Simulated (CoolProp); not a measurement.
R123 along the isotherm 440.9 K: fugacity coefficient from the reference equation and from simpler models built on Tc = 456.8 K, pc = 3.662 MPa, ω = 0.282; each cubic takes its own stable root.

Values from CoolProp's reference Helmholtz-energy equation of state, Younglove 1994. It is a modified Benedict-Webb-Rubin equation, recast in Helmholtz form.

```tsv
p (MPa)	phase	reference
3.05	liquid	0.6578
6.1	liquid	0.3739
9.15	liquid	0.2809
12.2	liquid	0.2364
15.3	liquid	0.2112
18.3	liquid	0.1966
21.4	liquid	0.1875
24.4	liquid	0.1824
27.5	liquid	0.1799
30.5	liquid	0.1794
33.6	liquid	0.1805
36.6	liquid	0.1830
```

Question: How far does each simpler model (van der Waals, Redlich-Kwong, Soave-Redlich-Kwong, Peng-Robinson) lie from the reference over these 12 states: mean and median of the absolute difference, and the worst?

Answer: 
- van der Waals: mean 50.5 %, median 50.4 %, worst +89.1 % at 440.9 K and 36.6 MPa
- Redlich-Kwong: mean 13.5 %, median 14.4 %, worst +19.0 % at 440.9 K and 36.6 MPa
- Soave-Redlich-Kwong: mean 9.5 %, median 10.3 %, worst +14.4 % at 440.9 K and 36.6 MPa
- Peng-Robinson: mean 1.5 %, median 1.4 %, worst -3.6 % at 440.9 K and 36.6 MPa

At some of these states van der Waals gives the other phase, because its saturation line lies elsewhere.
